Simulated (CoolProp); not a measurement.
Computed with CoolProp (reference Helmholtz-energy equation of state, Lemmon 2006). It is a short technical equation, of lower accuracy than the large ones.

**Question.** Give the vapour pressure (bar), vapour density (kg/m³), surface tension (mN/m), liquid viscosity (µPa s) of saturated hydrogen sulfide at -71.55, -37.45, -14.65 °C.

**Answer.** 
```
T (°C)  p (bar)  vapour density (kg/m³)  surface tension (mN/m)  liquid viscosity (µPa s)
------  -------  ----------------------  ----------------------  ------------------------
-71.55    0.552                    1.14                    30.7                       364
-37.45     2.85                    5.20                    23.5                       220
-14.65     6.55                    11.3                    18.9                       177
```

Viscosity comes from a separate model (Quiñones-Cisneros 2012). Surface tension comes from a separate correlation (Mulero 2012).
